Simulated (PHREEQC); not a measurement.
## Polishing slurry liquid: an equilibrium model

Solution (25 °C): 0.0018 mol/kgw NH3 and 0.0044 mol/kgw KH2PO4. Closed to the air; pH follows from the charge balance.

All values are PHREEQC results (ion-association model, phreeqc.dat), not measurements.

No solid was allowed to form.

Problem. Estimate the pH, ionic strength, specific conductance.

Solution. pH 6.92; ionic strength 0.00796 mol/kgw; specific conductance 668 µS/cm.

Problem. In which forms is P present?

Solution. H2PO4- 59 %, HPO4-2 40 % of the P.

Complexes and solids missing from the database can't appear.
